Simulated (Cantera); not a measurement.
A closed system holds: 1 mol LiCl, 1.9 mol O2, 1.6 mol H2, 0.02 mol HCl, equilibrated at 1523 K and 7.80e-5 bar.

Equilibrium computed with Cantera from the NASA thermochemical tables; the gas is ideal and each condensed phase is pure. Candidate condensed phases: H2O, Li, LiCl, LiH, LiOH, Li2O; 25 gas species. Rates play no part.

Base state: H2O 0.425, O2 0.294, LiCl 0.265, HCl 0.00760, LiOH 0.00327, OH 0.00228, Cl 0.00106, O 0.000339 (mole fractions); condensed: gas only.

What changes in the equilibrium state with this change: H2 from 1.6 to 3.3 mol?


```csv
species,before,after
H2O,0.425,0.715
LiCl,0.265,0.214
O2,0.294,0.0544
H2,0.000227,0.000889
O,0.000339,0.000146
H,3.95e-5,7.80e-5
```
